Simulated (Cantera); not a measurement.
A closed system holds: 1 mol FeS, 0.16 mol SO3, 0.27 mol H2O, equilibrated at 9750 Torr.

Equilibrium computed with Cantera from the NASA thermochemical tables; the gas is ideal and each condensed phase is pure. Candidate condensed phases: Fe, FeO, Fe(OH)2, Fe(OH)3, FeS, FeSO4, FeS2, Fe2O3, Fe2(SO4)3, Fe3O4, H2O, H2SO4, S; 22 gas species. FeS: taken at fixed stoichiometry. Gases not in the tables: S3 to S7. Kinetics and transport are ignored.

At 677 °C, list the 5 most abundant gas species with their mole fractions, and the condensed phases.

H2O 0.549, SO2 0.428, H2S 0.0158, S2 0.00579, S2O 0.00156. Condensed: FeS(s) + Fe3O4(s).
